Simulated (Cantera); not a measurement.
# Ignition delay

Mixture: 6.36 % CH4, 19.8 % O2, 73.8 % N2, at 1430 Torr, adiabatic and at constant volume. Ignition delay is the time to a rise of 400 K.

Computed with Cantera and GRI-Mech 3.0 (53 species, 325 reactions).

| T0 (K) | delay (ms) |
|---|---|
| 1198 | 20.2 |
| 1248 | 10.2 |
| 1298 | 5.39 |
| 1348 | 2.94 |
| 1398 | 1.66 |
| 1448 | 0.967 |
| 1498 | 0.586 |
| 1548 | 0.368 |

The apparent activation energy between 1448 and 1548 K is 180 kJ/mol.
